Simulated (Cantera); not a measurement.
Cantera run, input and output.

```python
import numpy as np
import cantera as ct

gas = ct.Solution("h2o2.yaml")
gas.TPX = 798, 100000, {'H2': 0.71, 'O2': 1, 'N2': 0.57}
reactor = ct.IdealGasConstPressureReactor(gas, energy="off", clone=False)
net = ct.ReactorNet([reactor])
net.rtol, net.atol = 1e-08, 1e-18
show = ['H2', 'O2', 'O', 'H2O2', 'H2O', 'HO2', 'H']
times = np.geomspace(7e-06, 90, 12)

steps = ct.SolutionArray(gas, extra=["t"])
rows = []
print(f"{'t/s':>10s}{'T/K':>9s}{'P/Pa':>11s}" + "".join(f"{s:>11s}" for s in show))
for t in times:
    while net.time < t:
        t_next = net.step()
        steps.append(gas.state, t=t_next)
    rows.append([np.interp(t, steps.t, y) for y in (steps.T, steps.P, *steps(*show).X.T)])
    print(f"{t:10.3e}{rows[-1][0]:9.1f}{rows[-1][1]:11.4g}" + "".join(f"{x:11.3e}" for x in rows[-1][2:]))
rate = np.gradient(steps.T, steps.t)
print("integrator steps:", len(steps.t))
if steps.T.max() > steps.T[0] + 200:
    print(f"time of steepest temperature rise: {steps.t[rate.argmax()]:.4e} s")
gas.TPX = 798, 100000, {'H2': 0.71, 'O2': 1, 'N2': 0.57}
gas.equilibrate("TP")
print(f"equilibrium (TP): T = {gas.T:.1f} K  " + "  ".join(f"{s} {gas[s].X[0]:.3e}" for s in show))
```

Output:

```
       t/s      T/K       P/Pa         H2         O2          O       H2O2        H2O        HO2          H
 7.000e-06    798.0      1e+05  3.114e-01  4.386e-01  1.898e-14  4.443e-17  4.691e-14  1.219e-12  1.525e-13
 3.100e-05    798.0      1e+05  3.114e-01  4.386e-01  2.912e-14  1.034e-15  3.674e-13  6.126e-12  1.643e-13
 1.373e-04    798.0      1e+05  3.114e-01  4.386e-01  2.930e-14  2.161e-14  1.860e-12  2.803e-11  1.648e-13
 6.081e-04    798.0      1e+05  3.114e-01  4.386e-01  2.963e-14  4.320e-13  8.519e-12  1.251e-10  1.667e-13
 2.693e-03    798.0      1e+05  3.114e-01  4.386e-01  3.111e-14  8.516e-12  3.893e-11  5.557e-10  1.750e-13
 1.193e-02    798.0      1e+05  3.114e-01  4.386e-01  3.775e-14  1.665e-10  1.921e-10  2.481e-09  2.123e-13
 5.282e-02    798.0      1e+05  3.114e-01  4.386e-01  6.910e-14  3.329e-09  1.285e-09  1.139e-08  3.886e-13
 2.339e-01    798.0      1e+05  3.114e-01  4.386e-01  2.539e-13  7.315e-08  1.945e-08  5.996e-08  1.428e-12
 1.036e+00    798.0      1e+05  3.114e-01  4.386e-01  1.907e-12  2.148e-06  9.857e-07  3.831e-07  1.073e-11
 4.589e+00    798.0      1e+05  3.113e-01  4.385e-01  1.980e-11  5.234e-05  8.344e-05  1.765e-06  1.116e-10
 2.032e+01    798.0      1e+05  3.032e-01  4.355e-01  3.128e-10  1.206e-03  8.753e-03  8.305e-06  1.796e-09
 9.000e+01    798.0      1e+05  1.399e-01  3.810e-01  4.083e-10  1.670e-03  2.017e-01  1.135e-05  1.354e-09
integrator steps: 690
equilibrium (TP): T = 798.0 K  H2 3.029e-14  O2 3.351e-01  O 4.229e-14  H2O2 2.380e-11  H2O 3.688e-01  HO2 4.437e-11  H 4.669e-19
```

Detailed kinetics in Cantera: the H2/O2 subset of GRI-Mech 3.0, which has no nitrogen chemistry. Below about 950 K walls govern HO2 and H2O2 in real vessels. The temperature is held fixed by assumption; the heat of reaction is taken as removed at once.
